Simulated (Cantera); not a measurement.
A diamond (100) surface in a fixed gas of H2 with x(CH4) = 0.0021, x(H) = 0.00037, at 1273 K, 0.0158 atm; coverages are run to steady state.

Model: the Harris–Goodwin 1993 mechanism for the reconstructed diamond (100) surface, integrated in Cantera.

θ: site fractions in the mechanism's names (c6HH fully hydrogenated, c6H* and c6*H radical sites, c6** diradical, c6HM methylated).

| x(CH3) | growth (µm/h) | θ c6HH | θ c6H* | θ c6*H | θ c6** | θ c6HM |
|---|---|---|---|---|---|---|
| 1e-06 | 0.000494 | 0.494 | 0.0402 | 0.450 | 0.0159 | 8.38e-7 |
| 2.9e-06 | 0.00143 | 0.494 | 0.0402 | 0.450 | 0.0159 | 2.43e-6 |
| 8.2e-06 | 0.00404 | 0.494 | 0.0402 | 0.450 | 0.0159 | 6.87e-6 |
| 2.3e-05 | 0.0113 | 0.494 | 0.0402 | 0.450 | 0.0158 | 1.93e-5 |
| 6.7e-05 | 0.0327 | 0.494 | 0.0402 | 0.449 | 0.0157 | 5.60e-5 |
| 0.00019 | 0.0907 | 0.494 | 0.0401 | 0.449 | 0.0154 | 0.000158 |
| 0.00055 | ? | 0.492 | 0.0400 | 0.447 | 0.0145 | ? |
| 0.0016 | 0.617 | 0.490 | 0.0397 | 0.444 | 0.0123 | 0.00128 |
| 0.0045 | ? | 0.484 | 0.0391 | 0.437 | ? | ? |

Complete the blanks.


- 0.00055, growth (µm/h): 0.247
- 0.00055, θ c6HM: 0.000452
- 0.0045, growth (µm/h): 1.25
- 0.0045, θ c6**: 0.00877
- 0.0045, θ c6HM: 0.00341
